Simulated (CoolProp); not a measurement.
Model: reference Helmholtz-energy equation of state, Lemmon 2006, in CoolProp. It is a short technical equation, of lower accuracy than the large ones.

### Question
Give the vapour pressure (MPa), vapour density (kg/m³), enthalpy of vaporisation (kJ/kg) of saturated nitrous oxide at 220.3, 296.4 K.

### Answer
| T (K) | p (MPa) | vapour density (kg/m³) | enthalpy of vaporisation (kJ/kg) |
|---|---|---|---|
| 220.3 | 0.579 | 15.3 | 330 |
| 296.4 | 5.44 | 177 | 156 |
